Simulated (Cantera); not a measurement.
**Stirred combustor or abatement burner**

A perfectly stirred reactor is fed with H2 : O2 : N2 : H2O = 1 : 0.735 : 2.76 : 0.17 (molar parts), equivalence ratio 0.68, at 0.590 bar; it is adiabatic with a 450 K inlet, and is followed from long to short residence time, starting on the burning branch (τ in s: 0.038, 0.018, 0.0089, 0.0043, 0.0021, 0.00099, 0.00048, 0.00023, 0.00011, 5.4e-05).

Cantera simulation using the H2/O2 subset of GRI-Mech 3.0, which has no nitrogen chemistry; the numbers are that mechanism's predictions, not measurements.

| τ (s) | T (K) | x H2 | x O2 | x H2O | x O | x H2O2 | x HO2 | x OH |
|---|---|---|---|---|---|---|---|---|
| 0.038 | 2011 | 0.00167 | 0.0555 | 0.276 | 0.000743 | 1.40e-7 | 2.56e-6 | 0.00533 |
| 0.018 | 1995 | 0.00257 | 0.0554 | 0.274 | 0.00114 | 1.72e-7 | 3.39e-6 | 0.00648 |
| 0.0089 | 1973 | 0.00389 | 0.0555 | 0.271 | 0.00174 | 2.18e-7 | 4.69e-6 | 0.00777 |
| 0.0043 | 1939 | 0.00590 | 0.0558 | 0.267 | 0.00267 | 2.86e-7 | 6.77e-6 | 0.00919 |
| 0.0021 | 1891 | 0.00861 | 0.0565 | 0.262 | 0.00397 | 3.88e-7 | 9.69e-6 | 0.0105 |
| 0.00099 | 1821 | 0.0122 | 0.0577 | 0.254 | 0.00575 | 5.67e-7 | 1.38e-5 | 0.0114 |
| 0.00048 | 1734 | 0.0162 | 0.0595 | 0.246 | 0.00776 | 8.89e-7 | 1.86e-5 | 0.0116 |
| 0.00023 | 1626 | 0.0208 | 0.0623 | 0.236 | 0.00974 | 1.54e-6 | 2.47e-5 | 0.0109 |
| 0.00011 | 1499 | 0.0270 | 0.0667 | 0.223 | 0.0110 | 2.83e-6 | 3.26e-5 | 0.00927 |
| 5.4e-5 | 1351 | 0.0406 | 0.0756 | 0.205 | 0.0101 | 4.76e-6 | 4.53e-5 | 0.00686 |
x: mole fraction; the columns are a selection and need not sum to one.
